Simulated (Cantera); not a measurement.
**Hydrocarbon pyrolysis for carbon deposition**

A perfectly stirred reactor is fed with 6.67 % CH4, 93.3 % N2, at 101000 Pa; it is held at 1850 K, and followed from long to short residence time.

Computed with Cantera and GRI-Mech 3.0 (53 species, 325 reactions). GRI-Mech 3.0 stops at C3 and has no aromatics, soot or wall deposition, so with more carbon than oxygen in the feed, carbon stays in small species such as C2H2 where larger ones or solid carbon would form.

| τ (s) | x CH4 | x C2H6 | x CH2 | x CH3 | x C2H4 |
|---|---|---|---|---|---|
| 0.50 | 0.00275 | 5.77e-7 | 1.88e-7 | 9.52e-5 | 5.27e-5 |
| 0.16 | 0.00487 | 1.76e-6 | 3.17e-7 | 0.000166 | 6.61e-5 |
| 0.049 | 0.00877 | 5.52e-6 | 5.27e-7 | 0.000290 | 0.000114 |
| 0.015 | 0.0154 | 1.65e-5 | 8.38e-7 | 0.000495 | 0.000269 |
| 0.0048 | 0.0253 | 4.34e-5 | 1.23e-6 | 0.000788 | 0.000681 |
| 0.0015 | 0.0385 | 9.82e-5 | 1.65e-6 | 0.00116 | 0.00156 |
| 0.00047 | 0.0526 | 0.000155 | 1.77e-6 | 0.00143 | 0.00224 |
x: mole fraction; the columns are a selection and need not sum to one.
